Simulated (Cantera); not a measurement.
Feed: 1 mol Ta, 0.18 mol CO2, 4.6 mol H2, at 2377 °C and 100 Torr.

Cantera equilibrium calculation (NASA polynomials, part measured and part estimated; ideal gas, pure solids and liquids). Candidate condensed phases: C, C6H6, C7H8, C8H18, H2O, Ta, TaC, Ta2O5; 113 gas species. Condensed phases not in the tables: Ta2C, N, O or C dissolved in the metal. The numbers say what is thermodynamically allowed, not how fast it happens.

Base state: H2 0.825, H 0.117, CO 0.0348, TaO2 0.0117, H2O 0.00714, TaO 0.00393, OH 0.000246, CO2 4.56e-5 (mole fractions); condensed: Ta(s).

Q: What changes in the equilibrium state with this change: pressure from 100 Torr to 750 Torr?

A: 
```csv
species,before,after
H2,0.825,0.906
H,0.117,0.0446
CO,0.0348,0.0366
TaO2,0.0117,0.00237
O,2.23e-5,3.66e-6
TaO,0.00393,0.000646
OH,0.000246,0.000116
H2O,0.00714,0.00965
CO2,4.56e-5,5.91e-5
"Ta(s), mol",0.919,0.943
"Ta2O5(l), mol",0,0.0211
```
Mutual solubility and eutectic melting of coexisting phases are not modelled.

Q: What changes in the equilibrium state with this change: temperature from 2377 °C to 727 °C?

A: 
```csv
species,before,after
H2,0.825,1.00
H2O,0.00714,1.94e-7
H,0.117,6.22e-9
CO,0.0348,<1e-9
TaO2,0.0117,<1e-9
TaO,0.00393,<1e-9
OH,0.000246,<1e-9
CO2,4.56e-5,<1e-9
"Ta(s), mol",0.919,0.676
"TaC(s), mol",0,0.180
"Ta2O5(s), mol",0,0.0720
```
TaC: taken at fixed stoichiometry.
